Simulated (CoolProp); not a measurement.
Vapour-liquid equilibrium of n-octane (1) + n-dodecane (2) at 385.2 K; x and y are mole fractions of (1).

Computed with CoolProp (multi-fluid Helmholtz-energy mixture model, Beckmüller 2019 and Lemmon 2004; pair parameters Bell 2016).

Q: Give the bubble pressure and the first vapour's composition at x = 0.05, 0.35, 0.95. Is there an azeotrope?

A: x = 0.05: 0.06340 bar, y = 0.472; x = 0.35: 0.2456 bar, y = 0.905; x = 0.95: 0.6496 bar, y = 0.997. No azeotrope shows between x = 0.05 and 0.95.

Pair parameters are fitted to limited data, so mixtures are less certain than the pure fluids.
